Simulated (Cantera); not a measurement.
**Ignition delay**

Mixture: CH4 : O2 : N2 = 2.7 : 2.63 : 11.8 (molar parts), at 9.87 atm, adiabatic and at constant volume. Ignition delay is the time to a rise of 400 K.

Detailed kinetics in Cantera: GRI-Mech 3.0 (53 species, 325 reactions).

```
T0 (K)  delay (ms)
------  ----------
1123          20.7
1173          10.8
1223          5.77
1273          3.19
1323          1.80
1373          1.04
```

| Quantity | Result |
|---|---|
| apparent activation energy between 1273 and 1373 K | 160 kJ/mol |
